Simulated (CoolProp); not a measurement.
Saturated liquid density (kg/m³) of R1132(E): the reference equation beside estimates from Tc = 348.8 K, pc = 51.74 bar, ω = 0.245. Rackett uses Z = 0.29056 − 0.08775 ω.

Computed with CoolProp (reference Helmholtz-energy equation of state, Akasaka 2024).

| T (K) | reference | Rackett | Redlich-Kwong | Soave-Redlich-Kwong |
|---|---|---|---|---|
| 275.8 | ? | ? | 843.7 | 883.0 |
| 282.8 | 971.3 | ? | 818.0 | 857.2 |
| 289.8 | 947.3 | 935.7 | 790.7 | 829.6 |
| 296.8 | 921.7 | 909.8 | 761.7 | ? |
| 303.8 | 893.9 | 882.2 | 730.6 | 767.5 |
| 310.8 | ? | 852.3 | 697.1 | 732.3 |
| 317.8 | 830.1 | 819.4 | ? | ? |
| 324.8 | 792.1 | ? | 619.7 | 649.4 |
| 331.8 | 747.5 | 738.7 | 572.9 | 598.5 |
| 338.8 | 691.3 | 683.4 | 516.2 | 536.0 |

Q: What belongs in the gaps?

A: 
- 275.8, reference: 994.0
- 275.8, Rackett: 983.2
- 282.8, Rackett: 960.0
- 296.8, Soave-Redlich-Kwong: 799.8
- 310.8, reference: 863.7
- 317.8, Redlich-Kwong: 660.4
- 317.8, Soave-Redlich-Kwong: 693.3
- 324.8, Rackett: 782.3

Absolute difference from the reference over all 10 rows, mean and median: Rackett 1.2 and 1.2 %, Redlich-Kwong 19.3 and 18.8 %, Soave-Redlich-Kwong 15.5 and 14.7 %.
